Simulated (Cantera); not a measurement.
Input: 1 mol SiC, 0.3 mol CO₂, 880 mol H₂, equilibrated at 1048.15 K.

Equilibrium computed with Cantera from the NASA thermochemical tables; the gas is ideal and each condensed phase is pure. Candidate condensed phases: C, C₆H₆, C₇H₈, C₈H₁₈, H₂O, Si, SiC, SiO₂; 123 gas species. Mutual solubility and eutectic melting of coexisting phases are not modelled. The numbers say what is thermodynamically allowed, not how fast it happens.

Q: Which condensed phases are stable at each of these points (P (Pa)): 0.100, 1, 10, 100, 1000, 10000, 100000, 1000000?

A: 
```
P (Pa)          condensed phases  Si condensed (%)
-------  -----------------------  ----------------
0.100                     SiC(s)              85.0
1        SiC(s) + SiO₂(β-quartz)              96.1
10       SiC(s) + SiO₂(β-quartz)              99.8
100      SiC(s) + SiO₂(β-quartz)             100.0
1000     SiC(s) + SiO₂(β-quartz)             100.0
10000    SiC(s) + SiO₂(β-quartz)             100.0
100000   SiC(s) + SiO₂(β-quartz)             100.0
1000000  SiC(s) + SiO₂(β-quartz)              99.8
```

At 0.000750 Torr the condensed part is SiC(s). From 0.00750 Torr to 7500 Torr the condensed part is SiC(s) + SiO₂(β-quartz).
